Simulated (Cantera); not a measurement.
What does this Cantera script print?

```python
import numpy as np
import cantera as ct

gas_names = """
    B BCL BCL2 BCL3 BH BH2 BH3 BN B2 CL CL2 H HCL H2 N NH NH2 NH3 N2 N2H2 N2H4
""".split()
cond_names = """
    B(b) B(L) BN(s) NH4CL(a) NH4CL(b)
""".split()


# ... load() reads the species with a 1 bar reference pressure and builds the phases ...
atoms = {
    'BCl3': {'B': 1, 'CL': 3},
    'NH3': {'N': 1, 'H': 3},
}
top_T = {'BN(s)': 3200}  # K; cautious upper limits of use, not melting points


# ... equilibrate(T, P, feed) seeds the gas with the atoms and calls Mixture.equilibrate('TP', solver="vcs", rtol=1e-11, max_steps=5000) ...
results = []
feed = {'BCl3': 1, 'NH3': 3.6}  # mol
P = 100000  # Pa
for T in [1548, 1648, 1748, 1848, 1948, 2048, 2148, 2248, 2348]:
    mix = equilibrate(T, P, feed)
    results.append((T, P, feed, dict(zip(mix.species_names, mix.species_moles))))

top = {s: max(r[3][s] / sum(r[3][g] for g in gas_names) for r in results) for s in gas_names}
cols = sorted((s for s in top if top[s] > 0.0001), key=lambda s: -top[s])[:5]
seen = [c for c in cond_names if any(r[3].get(c, 0) > 1e-12 for r in results)]
print("log10 of partial pressures in bar; condensed amounts in mol")
print(f"{'T/K':>10s}" + "".join(f"{s[:9]:>10s}" for s in cols + seen))
for T, P, feed, n in results:
    ng = sum(n[g] for g in gas_names)
    print(f"{T:10.4g}" + "".join(f"{np.log10(max(n[s] / ng * P / 1e5, 1e-99)):10.3f}" for s in cols)
          + "".join(f"{n.get(c, 0):10.4g}" for c in seen))
```

Result:

```
log10 of partial pressures in bar; condensed amounts in mol
       T/K        H2       HCL        N2       BCL         H     BN(s)
      1548    -0.323    -0.437    -0.800    -7.123    -4.673    0.9989
      1648    -0.322    -0.438    -0.800    -6.144    -4.212     0.998
      1748    -0.322    -0.438    -0.799    -5.279    -3.802    0.9964
      1848    -0.322    -0.440    -0.799    -4.510    -3.437    0.9938
      1948    -0.322    -0.442    -0.798    -3.824    -3.108    0.9889
      2048    -0.321    -0.446    -0.797    -3.208    -2.811    0.9786
      2148    -0.321    -0.454    -0.795    -2.656    -2.540    0.9547
      2248    -0.320    -0.470    -0.789    -2.165    -2.294    0.8988
      2348    -0.320    -0.501    -0.776    -1.738    -2.069    0.7766
```

Equilibrium computed with Cantera from the NASA thermochemical tables; the gas is ideal and each condensed phase is pure. The tables' values for BCl, BCl2, BH2 are old estimates; treat these amounts as uncertain. Gases not in the tables: BHCl2.
